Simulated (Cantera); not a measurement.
Charge: 1 mol PbO, 0.1 mol H2, 0.2 mol O2, equilibrated at 650 K and 1330 Pa.

Method: chemical equilibrium by Gibbs-energy minimisation in Cantera with the NASA 1993 tables (ideal gas, pure condensed phases). Candidate condensed phases: H2O, Pb, PbO, PbO2, Pb3O4; 12 gas species. Equilibrium is a limit: real reactors are often held back by kinetics, nucleation or transport.

What is the equilibrium state?


```json
{
 "x(O2)": "0.600",
 "x(H2O)": "0.400",
 "n(PbO(red))": "1.00 mol",
 "gas_amount": "0.2500 mol",
 "log10 activity of Pb3O4(s) (absent)": "-0.79",
 "log10 activity of PbO2(s) (absent)": "-1.67",
 "log10 activity of Pb(l) (absent)": "-11.36"
}
```
